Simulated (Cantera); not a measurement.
Input (Python, Cantera) and output of one run.

```python
import numpy as np
import cantera as ct

gas_names = [...]  # 109 gases of nasa_gas.yaml made of C, Cl, H, Si
cond_names = """
    C(gr) C6H6(L) C7H8(L) C8H18(L),n-octa Si(cr) Si(L) SiC(b)
""".split()


# ... load() reads the species with a 1 bar reference pressure and builds the phases ...
atoms = {
    'SiHCl3': {'Si': 1, 'H': 1, 'CL': 3},
    'C2H2': {'C': 2, 'H': 2},
    'H2': {'H': 2},
}
top_T = {'C(gr)': 4500, 'SiC(b)': 3050}  # K; cautious upper limits of use, not melting points


# ... equilibrate(T, P, feed) seeds the gas with the atoms and calls Mixture.equilibrate('TP', solver="vcs", rtol=1e-11, max_steps=5000) ...
results = []
feed = {'SiHCl3': 1, 'C2H2': 0.12, 'H2': 9.8}  # mol
T = 2425  # K
P = 10000  # Pa
mix = equilibrate(T, P, feed)
results.append((T, P, feed, dict(zip(mix.species_names, mix.species_moles))))
x = sorted(zip(gas.X, gas.species_names), reverse=True)
print(f"T = {T:g} K  P = {P:g} Pa  gas = {mix.phase_moles(0):.4g} mol")
print("   x: " + "  ".join(f"{s} {v:.3e}" for v, s in x if v > 1e-06))
print("   condensed (mol): " + ("  ".join(f"{mix.phase(i).name} {mix.phase_moles(i):.4g}"
      for i in range(1, mix.n_phases) if mix.phase_moles(i) > 1e-12) or "none"))
```

Output:

```
T = 2425 K  P = 10000 Pa  gas = 12.56 mol
   x: H2 7.255e-01  HCL 1.565e-01  H 4.821e-02  SiCL2 3.450e-02  Si 1.735e-02  CL 7.398e-03  SiCL 5.509e-03  Si2C 2.032e-03  SiH 1.388e-03  C2H2,acetylene 5.320e-04  SiH2 3.659e-04  SiC2 3.380e-04  Si2 2.691e-04  SiCL3 1.358e-04  Si3 3.120e-05  CH3 3.335e-06  CH4 2.743e-06  C2H 2.154e-06  SiC 1.643e-06  SiHCL3 1.303e-06  C2HCL 1.160e-06  SiH2CL2 1.012e-06
   condensed (mol): SiC(b) 0.1924
```

Method: chemical equilibrium by Gibbs-energy minimisation in Cantera with the NASA 1993 tables (ideal gas, pure condensed phases). The tables' values for SiCl, SiCl3 are old estimates; treat these amounts as uncertain. Gases not in the tables: Si2H6 and higher silanes.
